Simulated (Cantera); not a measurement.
A closed system holds: 1 mol BCl3, 9.3 mol H2O, equilibrated at 1350 K and 30000 Pa.

Method: chemical equilibrium by Gibbs-energy minimisation in Cantera with the NASA 1993 tables (ideal gas, pure condensed phases). Candidate condensed phases: B, B2O3, B3O3H3, H2O; 33 gas species. Gases not in the tables: H3BO3. Kinetics and transport are ignored.

Base state: H2O 0.712, HCl 0.277, HBO2 0.00845, (HBO2)3 0.00232, Cl 0.000108, H2 8.58e-5 (mole fractions); condensed: B2O3(l).

### Question
What changes in the equilibrium state with this change: pressure from 30000 Pa to 410 Pa?

### Answer
```csv
species,before,after
H2O,0.712,0.662
HCl,0.277,0.268
HBO2,0.00845,0.0696
B2O3,2.34e-6,0.000171
(HBO2)3,0.00232,0.000242
O2,9.56e-6,4.16e-5
"B2O3(l), mol",0.417,0.104
```

### Question
What changes in the equilibrium state with this change: pressure from 30000 Pa to 13.0 Pa?

### Answer
```json
[
 {"species": "H2O", "before": "0.712", "after": "0.645"},
 {"species": "HCl", "before": "0.277", "after": "0.264"},
 {"species": "HBO2", "before": "0.00845", "after": "0.0878"},
 {"species": "(HBO2)3", "before": "0.00232", "after": "4.89e-7"},
 {"species": "BO2", "before": "8.07e-8", "after": "1.17e-5"},
 {"species": "B2O3", "before": "2.34e-6", "after": "0.000280"},
 {"species": "O2", "before": "9.56e-6", "after": "0.000129"},
 {"species": "B2O3(l), mol", "before": "0.417", "after": "0"}
]
```
The tables' values for BOCl are old estimates; treat these amounts as uncertain.
